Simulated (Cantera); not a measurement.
Input: 1 mol PbO, 0.58 mol CH4, 0.19 mol CO, at 2025 K and 225 Torr.

These are equilibrium values from Cantera (NASA tables, ideal gas, pure condensed phases), not measurements of a reactor. Candidate condensed phases: C, C6H6, C7H8, C8H18, H2O, Pb, PbO, PbO2, Pb3O4; 113 gas species. Gases not in the tables: (PbO)n polymers. Rates play no part.

Base state: Pb 0.340, H2 0.275, CO 0.240, H2O 0.120, CO2 0.0224, H 0.00184, PbO 0.000739, Pb2 0.000161 (mole fractions); condensed: gas only.

### Question
What changes in the equilibrium state with this change: temperature from 2025 K to 1700 K?

### Answer
| species | before | after |
|---|---|---|
| Pb | 0.340 | 0.341 |
| H2 | 0.275 | 0.281 |
| CO | 0.240 | 0.235 |
| CO2 | 0.0224 | 0.0281 |
| H2O | 0.120 | 0.115 |
| OH | 8.41e-5 | 3.02e-6 |
| H | 0.00184 | 0.000143 |
| PbO | 0.000739 | 0.000171 |
| Pb2 | 0.000161 | 0.000331 |
